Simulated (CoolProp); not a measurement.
Computed with CoolProp (reference Helmholtz-energy equation of state, Thol 2017).

**Question.** For decamethyltetrasiloxane (MD2M), give the phase and the density (kg/m³), speed of sound (m/s), Joule-Thomson coefficient (K/MPa) at 55.75 °C and 0.285 MPa; 73.95 °C and 0.285 MPa; 128.55 °C and 0.285 MPa.

**Answer.** 
- 55.75 °C and 0.285 MPa: liquid; density 818, speed of sound 832, Joule-Thomson coefficient -0.407
- 73.95 °C and 0.285 MPa: liquid; density 800, speed of sound 776, Joule-Thomson coefficient -0.383
- 128.55 °C and 0.285 MPa: liquid; density 744, speed of sound 619, Joule-Thomson coefficient -0.289
